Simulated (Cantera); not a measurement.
A closed system holds: 1 mol CS2, 0.0089 mol SO2, 1.6 mol N2, equilibrated at 1.60 bar.

These are equilibrium values from Cantera (NASA tables, ideal gas, pure condensed phases), not measurements of a reactor. Candidate condensed phases: C, S; 35 gas species. Kinetics and transport are ignored.

Task: Which condensed phases are stable at each of these points (T (°C)): 1700, 1900, 2100, 2300, 2500, 2700, 2900?

Result: 
| T (°C) | condensed phases | C condensed (%) |
|---|---|---|
| 1700 | C(graphite) | 14.0 |
| 1900 | C(graphite) | 8.3 |
| 2100 | gas only | 0.0 |
| 2300 | gas only | 0.0 |
| 2500 | gas only | 0.0 |
| 2700 | gas only | 0.0 |
| 2900 | gas only | 0.0 |

From 1700 °C to 1900 °C the condensed part is C(graphite). From 2100 °C to 2900 °C nothing is condensed.
